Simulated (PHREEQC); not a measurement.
Consider water at 25 °C with 65 mmol/kgw HF, 110 mmol/kgw NH4F, 3.5 mmol/kgw (NH4)2SiF6 and 140 mmol/kgw H2SO4. Closed to the air; pH follows from the charge balance.

All values are PHREEQC results (ion-association model, phreeqc.dat), not measurements.

* **pH**: 1.18
* **ionic strength**: 0.229 mol/kgw
* **activity of water**: 0.991
* **density**: 1.008 g/cm³
* **total alkalinity**: -359 meq/kg

| species | molality | activity | log γ |
|---|---|---|---|
| HF | 0.169 | 0.178 | 0.023 |
| NH4+ | 0.104 | 0.0698 | -0.175 |
| HSO4- | 0.0903 | 0.0669 | -0.130 |
| H+ | 0.0840 | 0.0665 | -0.101 |
| SO4-2 | 0.0372 | 0.0103 | -0.556 |
| NH4SO4- | 0.0125 | 0.00930 | -0.130 |

No solid was allowed to form. SiF6-2 is the database's only silicon fluoride.
